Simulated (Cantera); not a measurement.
Charge: 1 mol CO₂, 2.2 mol H₂O, at 975 °C and 1.90 mbar.

Equilibrium computed with Cantera from the NASA thermochemical tables; the gas is ideal and each condensed phase is pure. Candidate condensed phases: C, C₆H₆, C₇H₈, C₈H₁₈, H₂O; 110 gas species. Equilibrium is a limit: real reactors are often held back by kinetics, nucleation or transport.

Base state: H₂O 0.687, CO₂ 0.312, H₂ 6.95e-5, O₂ 5.71e-5, CO 4.92e-5 (mole fractions); condensed: gas only.

Task: What changes in the equilibrium state with this change: temperature from 975 °C to 1850 °C?

Result: 
| species | before | after |
|---|---|---|
| H₂O | 0.687 | 0.569 |
| CO₂ | 0.312 | 0.212 |
| CO | 4.92e-5 | 0.0752 |
| H | 8.95e-8 | 0.0165 |
| OH | 9.05e-6 | 0.0288 |
| O₂ | 5.71e-5 | 0.0505 |
| H₂ | 6.95e-5 | 0.0402 |
| O | 1.16e-8 | 0.00840 |
